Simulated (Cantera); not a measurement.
A Cantera script and its output.

```python
import numpy as np
import cantera as ct

gas = ct.Solution("gri30.yaml")
gas.TPX = 1998, 500000, {'CH4': 1, 'CO2': 0.12}
inlet = ct.Reservoir(gas, clone=True)

reactor = ct.IdealGasConstPressureReactor(gas, energy="off", clone=False)
exhaust = ct.Reservoir(gas, clone=True)
tau = [2, 0.59, 0.18, 0.052, 0.015, 0.0045, 0.0013, 0.00039][0]
for a, b in ((inlet, reactor), (reactor, exhaust)):
    ct.MassFlowController(a, b, mdot=lambda t: reactor.mass / tau)
net = ct.ReactorNet([reactor])
show = ['CH4', 'CO2', 'CH3', 'H', 'O']

rows = []
print(f"{'tau/s':>10s}{'T/K':>9s}" + "".join(f"{s:>11s}" for s in show))
for tau in [2, 0.59, 0.18, 0.052, 0.015, 0.0045, 0.0013, 0.00039]:
    net.initial_time = 0.0
    net.advance(30 * tau)
    before = gas.X
    net.advance(40 * tau)
    drift = np.max(np.abs(gas.X - before) / (gas.X + 1e-9))
    rows.append([gas.T, *gas[show].X, drift])
    print(f"{tau:10.3e}{gas.T:9.1f}" + "".join(f"{x:11.3e}" for x in gas[show].X))
```

It prints:

```
     tau/s      T/K        CH4        CO2        CH3          H          O
 2.000e+00   1998.0  1.895e-02  1.286e-05  3.273e-04  5.953e-04  3.512e-12
 5.900e-01   1998.0  1.961e-02  4.318e-05  3.385e-04  5.945e-04  1.149e-11
 1.800e-01   1998.0  2.157e-02  1.392e-04  3.723e-04  5.922e-04  3.626e-11
 5.200e-02   1998.0  2.735e-02  4.589e-04  4.718e-04  5.854e-04  1.134e-10
 1.500e-02   1998.0  4.113e-02  1.414e-03  7.094e-04  5.697e-04  2.991e-10
 4.500e-03   1998.0  6.789e-02  4.000e-03  1.170e-03  5.420e-04  5.747e-10
 1.300e-03   1998.0  1.194e-01  1.182e-02  2.038e-03  4.984e-04  8.046e-10
 3.900e-04   1998.0  2.075e-01  3.067e-02  3.475e-03  4.399e-04  8.178e-10
```

Detailed kinetics in Cantera: GRI-Mech 3.0 (53 species, 325 reactions). GRI-Mech 3.0 stops at C3 and has no aromatics, soot or wall deposition, so with more carbon than oxygen in the feed, carbon stays in small species such as C2H2 where larger ones or solid carbon would form.
